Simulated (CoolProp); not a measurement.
Properties of R1234ze(E) along the isobar 3.74 MPa.

Values from CoolProp's reference Helmholtz-energy equation of state, Thol 2016.

```json
[
 {"T (°C)": "85.35", "phase": "liquid", "Z": "0.1528", "cv (kJ/(kg K))": "0.9944", "isothermal compressibility (1/MPa)": "0.02141", "expansivity (1/kK)": "6.297", "viscosity (µPa s)": "94.4"},
 {"T (°C)": "94.15", "phase": "liquid", "Z": "0.1591", "cv (kJ/(kg K))": "1.016", "isothermal compressibility (1/MPa)": "0.03619", "expansivity (1/kK)": "8.658", "viscosity (µPa s)": "82.1"},
 {"T (°C)": "102.95", "phase": "liquid", "Z": "0.1716", "cv (kJ/(kg K))": "1.050", "isothermal compressibility (1/MPa)": "0.08642", "expansivity (1/kK)": "15.41", "viscosity (µPa s)": "68.8"},
 {"T (°C)": "111.65", "phase": "supercritical", "Z": "0.3742", "cv (kJ/(kg K))": "1.213", "isothermal compressibility (1/MPa)": "2.839", "expansivity (1/kK)": "150.0", "viscosity (µPa s)": "27.4"},
 {"T (°C)": "120.45", "phase": "supercritical", "Z": "0.5376", "cv (kJ/(kg K))": "1.090", "isothermal compressibility (1/MPa)": "0.6824", "expansivity (1/kK)": "21.33", "viscosity (µPa s)": "21.3"},
 {"T (°C)": "129.25", "phase": "supercritical", "Z": "0.6079", "cv (kJ/(kg K))": "1.071", "isothermal compressibility (1/MPa)": "0.5192", "expansivity (1/kK)": "13.15", "viscosity (µPa s)": "20.2"},
 {"T (°C)": "138.05", "phase": "supercritical", "Z": "0.6571", "cv (kJ/(kg K))": "1.064", "isothermal compressibility (1/MPa)": "0.4497", "expansivity (1/kK)": "9.824", "viscosity (µPa s)": "19.8"},
 {"T (°C)": "146.85", "phase": "supercritical", "Z": "0.6953", "cv (kJ/(kg K))": "1.062", "isothermal compressibility (1/MPa)": "0.4099", "expansivity (1/kK)": "7.972", "viscosity (µPa s)": "19.7"}
]
```

Viscosity comes from a separate model (Bell 2016), an estimate that may be off by 10 % or more.
